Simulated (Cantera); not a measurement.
A Cantera script and what it prints.

```python
import numpy as np
import cantera as ct

gas_names = """
    AL ALCL ALCL2 ALCL3 ALH AL2 AL2CL6 CL CL2 H HCL H2
""".split()
cond_names = """
    AL(cr) AL(L) ALCL3(s) ALCL3(L)
""".split()


# ... load() reads the species with a 1 bar reference pressure and builds the phases ...
atoms = {
    'Al': {'AL': 1},
    'HCl': {'H': 1, 'CL': 1},
}
top_T = {}  # K; cautious upper limits of use, not melting points


# ... equilibrate(T, P, feed) seeds the gas with the atoms and calls Mixture.equilibrate('TP', solver="vcs", rtol=1e-11, max_steps=5000) ...
results = []
T = 825  # K
P = 5600  # Pa
for m in [2.3, 3.8, 5.2, 6.6, 8, 9.4, 11, 12, 14, 15, 17, 18]:
    feed = {'Al': 1, 'HCl': m}  # mol
    mix = equilibrate(T, P, feed)
    results.append((T, P, feed, dict(zip(mix.species_names, mix.species_moles))))

top = {s: max(r[3][s] / sum(r[3][g] for g in gas_names) for r in results) for s in gas_names}
cols = sorted((s for s in top if top[s] > 1e-05), key=lambda s: -top[s])[:6]
seen = [c for c in cond_names if any(r[3].get(c, 0) > 1e-12 for r in results)]
print("log10 of partial pressures in bar; condensed amounts in mol")
print(f"{'n(HCl)':>10s}" + "".join(f"{s[:9]:>10s}" for s in cols + seen))
for T, P, feed, n in results:
    ng = sum(n[g] for g in gas_names)
    print(f"{feed['HCl']:10.4g}" + "".join(f"{np.log10(max(n[s] / ng * P / 1e5, 1e-99)):10.3f}" for s in cols)
          + "".join(f"{n.get(c, 0):10.4g}" for c in seen))
```

Output:

```
log10 of partial pressures in bar; condensed amounts in mol
    n(HCl)       HCL        H2     ALCL3    AL2CL6      ALCL     ALCL2    AL(cr)
       2.3    -6.460    -1.467    -1.678    -3.067    -4.332    -4.478    0.2319
       3.8    -1.863    -1.590    -1.793    -3.296   -13.763    -9.250         0
       5.2    -1.580    -1.746    -1.941    -3.592   -14.634    -9.760         0
       6.6    -1.480    -1.860    -2.051    -3.812   -15.057   -10.027         0
         8    -1.427    -1.950    -2.138    -3.987   -15.340   -10.212         0
       9.4    -1.394    -2.025    -2.211    -4.132   -15.553   -10.354         0
        11    -1.369    -2.096    -2.281    -4.273   -15.745   -10.486         0
        12    -1.358    -2.136    -2.320    -4.350   -15.847   -10.556         0
        14    -1.341    -2.206    -2.389    -4.488   -16.020   -10.677         0
        15    -1.334    -2.237    -2.419    -4.549   -16.095   -10.730         0
        17    -1.323    -2.293    -2.475    -4.660   -16.228   -10.824         0
        18    -1.319    -2.319    -2.500    -4.710   -16.288   -10.866         0
```

Equilibrium computed with Cantera from the NASA thermochemical tables; the gas is ideal and each condensed phase is pure. The tables' values for AlCl2 are old estimates; treat these amounts as uncertain.
